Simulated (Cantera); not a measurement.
A closed system holds: 1 mol CH2F2, 0.026 mol F2, 8.2 mol H2, held at 2848.15 K and 0.190 bar.

Method: chemical equilibrium by Gibbs-energy minimisation in Cantera with the NASA 1993 tables (ideal gas, pure condensed phases). Candidate condensed phases: C, C6H6, C7H8, C8H18; 95 gas species. Kinetics and transport are ignored.

### Question
What is the equilibrium state?

### Answer
```
Property                 Value
-------------------  ---------
x(H2)                    0.617
x(HF)                    0.183
x(H)                     0.174
x(C2H2 (acetylene))     0.0241
x(C2H)                0.000929
x(C4H2)               0.000392
x(C3)                 0.000297
x(F)                  0.000239
x(C)                   5.82e-5
n(C(graphite))       0.406 mol
gas amount           11.21 mol
```
